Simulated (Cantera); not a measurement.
Feed: 1 mol CaF2, 12 mol H2, 0.27 mol N2, 0.1 mol O2, at 1.70 mbar.

Method: chemical equilibrium by Gibbs-energy minimisation in Cantera with the NASA 1993 tables (ideal gas, pure condensed phases). Candidate condensed phases: Ca, CaF2, CaO, Ca(OH)2, H2O; 47 gas species. Mutual solubility and eutectic melting of coexisting phases are not modelled. The numbers say what is thermodynamically allowed, not how fast it happens.

What share of the Ca ends up in condensed phases as a function of T (°C), at 1427, 1452, 1477, 1502, 1527, 1552, 1577, 1602, 1627, 1652, 1677, 1702, 1727, 1752?


```csv
T (°C),Ca condensed (%),as
1427,29.5,CaF2(l) + CaO(s)
1452,19.1,CaO(s)
1477,18.9,CaO(s)
1502,18.7,CaO(s)
1527,18.4,CaO(s)
1552,18.0,CaO(s)
1577,17.5,CaO(s)
1602,16.9,CaO(s)
1627,16.2,CaO(s)
1652,15.2,CaO(s)
1677,14.1,CaO(s)
1702,12.6,CaO(s)
1727,10.9,CaO(s)
1752,8.8,CaO(s)
```
